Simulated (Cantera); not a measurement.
An adiabatic, constant-volume homogeneous reactor starts with 10.1 % CH4, 13.4 % O2, 76.5 % N2, equivalence ratio 1.5, at 1350 K and 630000 Pa.

Detailed kinetics in Cantera: GRI-Mech 3.0 (53 species, 325 reactions).

Q: Predict: time of steepest temperature rise; temperature at 5.00 s; equilibrium temperature; x(O2) at 5.00 s; x(N2O) at 5.00 s; x(NO) at 5.00 s; x(HCN) at 5.00 s.

A: time of steepest temperature rise: 2.29 ms
temperature at 5.00 s: 2710 K
equilibrium temperature: 2710 K
x(O2) at 5.00 s: 9.18e-5 (gas-phase equilibrium 9.18e-5)
x(N2O) at 5.00 s: 1.26e-7 (gas-phase equilibrium 1.26e-7)
x(NO) at 5.00 s: 0.000645 (gas-phase equilibrium 0.000645)
x(HCN) at 5.00 s: 1.71e-7 (gas-phase equilibrium 1.71e-7)
